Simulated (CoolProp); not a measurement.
Vapour-liquid equilibrium of R134a (1) + R245fa (2) at 0.00206 MPa; x and y are mole fractions of (1).

Model: multi-fluid Helmholtz-energy mixture model, Tillner-Roth 1994 and Akasaka 2015; pair parameters Akasaka 2014, in CoolProp.

| x | bubble temperature (K) | y at the bubble point | dew temperature at overall composition x (K) | liquid density (mol/L) |
|---|---|---|---|---|
| 0.05 | 213.1 | … | … | … |
| 0.2 | 203.1 | 0.788 | 216.2 | 12.26 |
| 0.35 | … | 0.899 | 213.9 | 12.78 |
| 0.5 | 193.8 | 0.947 | … | 13.28 |
| 0.65 | 191.0 | 0.972 | 207.6 | 13.80 |
| 0.8 | 188.8 | 0.987 | 202.6 | … |
| 0.95 | 187.0 | 0.997 | 193.5 | 14.95 |

Task: Complete the blanks.

Result: 
- 0.05, y at the bubble point: 0.395
- 0.05, dew temperature at overall composition x (K): 218.1
- 0.05, liquid density (mol/L): 11.68
- 0.35, bubble temperature (K): 197.5
- 0.5, dew temperature at overall composition x (K): 211.1
- 0.8, liquid density (mol/L): 14.35

No azeotrope shows between x = 0.05 and 0.95.

The pair parameters rest on a limited set of measurements; away from them the model extrapolates.
